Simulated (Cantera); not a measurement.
An isothermal, constant-pressure homogeneous reactor starts with CH4 : CO2 : H2 = 1 : 1.8 : 0.11 (molar parts), at 2075 K and 101000 Pa.

Computed with Cantera and GRI-Mech 3.0 (53 species, 325 reactions).

x: mole fraction; the columns are a selection and need not sum to one.

| t (s) | x CH4 | x CO2 | x H2 | x CH2CO | x O2 |
|---|---|---|---|---|---|
| 4.00e-5 | 0.213 | 0.553 | 0.143 | 1.07e-5 | 1.86e-9 |
| 0.000122 | 0.0974 | 0.431 | 0.234 | 8.50e-5 | 9.42e-9 |
| 0.000373 | 0.0290 | 0.266 | 0.203 | 0.000203 | 4.02e-8 |
| 0.00114 | 0.00824 | 0.131 | 0.166 | 0.000246 | 1.36e-7 |
| 0.00347 | (withheld) | (withheld) | (withheld) | (withheld) | (withheld) |
| 0.0106 | 0.00313 | 0.0527 | 0.282 | 1.85e-5 | 4.64e-8 |
| 0.0324 | 0.000285 | 0.0428 | 0.307 | 6.10e-7 | 3.62e-8 |
| 0.0988 | 4.62e-9 | 0.0424 | 0.308 | 4.87e-12 | 3.78e-8 |
| 0.302 | 3.56e-9 | 0.0424 | 0.308 | 3.20e-12 | 3.78e-8 |
| 0.921 | 3.56e-9 | 0.0424 | 0.308 | 3.20e-12 | 3.78e-8 |
| 2.81 | 3.56e-9 | 0.0424 | 0.308 | 3.20e-12 | 3.78e-8 |
| 8.58 | 3.56e-9 | 0.0424 | 0.308 | 3.20e-12 | 3.78e-8 |
| 26.2 | 3.56e-9 | 0.0424 | 0.308 | 3.20e-12 | 3.78e-8 |
| 80.0 | 3.56e-9 | 0.0424 | 0.308 | 3.20e-12 | 3.78e-8 |

Problem. Complete the blanks.

Solution. 
- 0.00347, x CH4: 0.00618
- 0.00347, x CO2: 0.0818
- 0.00347, x H2: 0.224
- 0.00347, x CH2CO: 9.16e-5
- 0.00347, x O2: 8.04e-8
